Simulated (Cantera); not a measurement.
Input (Python, Cantera) and output of one run.

```python
import numpy as np
import cantera as ct

gas_names = """
    H2 N2 NH3
""".split()
cond_names = """
    Cr(cr) Cr(L) Cr2N(s)
""".split()


# ... load() reads the species with a 1 bar reference pressure and builds the phases ...
species = {s.name: s for s in load("nasa_gas.yaml", gas_names) + load("nasa_condensed.yaml", cond_names)}
# Each term lists the table entries of one substance; the one whose range holds T is used.
reactions = {
    '3 H2(g) + N2(g) = 2 NH3(g)':
        [(-3, ['H2']), (-1, ['N2']), (2, ['NH3'])],
    '4 Cr + N2(g) = 2 Cr2N':
        [(-4, ['Cr(cr)', 'Cr(L)']), (-1, ['N2']), (2, ['Cr2N(s)'])],
}


def pick(names, T):
    return next(species[n] for n in names if species[n].thermo.min_temp <= T <= species[n].thermo.max_temp)


results = []
for label, terms in reactions.items():
    print(label)
    print("     T/K   dH/kJ  dS/(J/K)   dG/kJ   log10 K")
    for T in [1123, 1173, 1223, 1273, 1323, 1373, 1423, 1473, 1523, 1573, 1623]:
        used = [(nu, pick(names, T)) for nu, names in terms]
        dH = sum(nu * s.thermo.h(T) for nu, s in used) / 1e6
        dS = sum(nu * s.thermo.s(T) for nu, s in used) / 1e3
        dG = dH - T * dS / 1e3
        logK = -dG * 1e6 / (ct.gas_constant * T * np.log(10))
        results.append((label, T, dH, dS, dG, logK, [s.name for _, s in used]))
        print(f"{T:8g} {dH:8.1f} {dS:8.1f} {dG:8.1f} {logK:8.2f}")
```

Result:

```
3 H2(g) + N2(g) = 2 NH3(g)
     T/K   dH/kJ  dS/(J/K)   dG/kJ   log10 K
    1123   -111.4   -235.2    152.7    -7.10
    1173   -111.7   -235.5    164.5    -7.33
    1223   -112.0   -235.7    176.3    -7.53
    1273   -112.3   -235.9    188.1    -7.72
    1323   -112.5   -236.1    199.9    -7.89
    1373   -112.6   -236.2    211.7    -8.05
    1423   -112.7   -236.3    223.5    -8.20
    1473   -112.8   -236.3    235.3    -8.34
    1523   -112.8   -236.3    247.1    -8.48
    1573   -112.7   -236.3    258.9    -8.60
    1623   -112.7   -236.2    270.8    -8.71
4 Cr + N2(g) = 2 Cr2N
     T/K   dH/kJ  dS/(J/K)   dG/kJ   log10 K
    1123   -235.7   -132.8    -86.5     4.02
    1173   -234.8   -132.0    -79.9     3.56
    1223   -233.9   -131.3    -73.3     3.13
    1273   -233.1   -130.6    -66.8     2.74
    1323   -232.3   -130.0    -60.3     2.38
    1373   -231.6   -129.5    -53.8     2.05
    1423   -231.0   -129.1    -47.3     1.74
    1473   -230.5   -128.7    -40.9     1.45
    1523   -230.0   -128.4    -34.4     1.18
    1573   -229.6   -128.2    -28.0     0.93
    1623   -229.3   -128.0    -21.6     0.70
```

Cantera with NASA thermochemical tables; ideal gases at 1 bar, condensed phases pure. Condensed species are held in their standard states even where they would react or evaporate.
